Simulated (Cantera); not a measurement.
Adiabatic ignition

An adiabatic, constant-volume homogeneous reactor starts with 16.6 % CH4, 17.5 % O2, 65.9 % N2, at 1075 K and 3.70 bar.

Cantera simulation using GRI-Mech 3.0 (53 species, 325 reactions); the numbers are that mechanism's predictions, not measurements.

```tsv
t (s)	T (K)	P (bar)	x CH4	x O2	x H2	x C2H	x H	x HCN	x H2O2
2.00e-6	1075	3.70	0.166	0.175	<1e-12	<1e-12	<1e-12	<1e-12	<1e-12
5.92e-6	1075	3.70	0.166	0.175	1.75e-12	<1e-12	<1e-12	<1e-12	6.72e-12
1.75e-5	1075	3.70	0.166	0.175	8.10e-12	<1e-12	<1e-12	<1e-12	5.83e-11
5.20e-5	1075	3.70	0.166	0.175	5.11e-11	<1e-12	<1e-12	<1e-12	4.96e-10
0.000154	1075	3.70	0.166	0.175	4.48e-10	<1e-12	2.71e-12	<1e-12	3.94e-9
0.000456	1075	3.70	0.166	0.175	5.64e-9	<1e-12	1.34e-11	<1e-12	2.61e-8
0.00135	1075	3.70	0.166	0.175	9.41e-8	<1e-12	7.48e-11	<1e-12	1.01e-7
0.00400	1075	3.70	0.166	0.175	8.14e-7	<1e-12	1.37e-10	<1e-12	1.46e-7
0.0118	1075	3.70	0.166	0.175	4.04e-6	<1e-12	2.24e-10	<1e-12	2.32e-7
0.0351	1077	3.71	0.166	0.175	2.76e-5	<1e-12	7.34e-10	<1e-12	6.40e-7
0.104	1143	3.94	0.157	0.167	0.00211	<1e-12	9.80e-8	<1e-12	2.22e-5
0.308	2553	10.2	7.59e-10	5.20e-6	0.146	<1e-12	0.00381	8.07e-7	7.93e-9
0.912	2553	10.2	7.59e-10	5.20e-6	0.146	<1e-12	0.00381	8.07e-7	7.93e-9
2.70	2553	10.2	7.59e-10	5.20e-6	0.146	<1e-12	0.00381	8.07e-7	7.93e-9
8.00	2553	10.2	7.59e-10	5.20e-6	0.146	<1e-12	0.00381	8.07e-7	7.93e-9
```
x: mole fraction; the columns are a selection and need not sum to one.

```json
{
  "time_of_steepest_temperature_rise": "0.108 s",
  "temperature at 8.00 s": "2553 K",
  "equilibrium_temperature": "2553 K",
  "x(CH4) at 8.00 s": "7.59e-10 (gas-phase equilibrium 8.53e-10)",
  "x(O2) at 8.00 s": "5.20e-6 (gas-phase equilibrium 5.20e-6)",
  "x(H2) at 8.00 s": "0.146 (gas-phase equilibrium 0.146)"
}
```
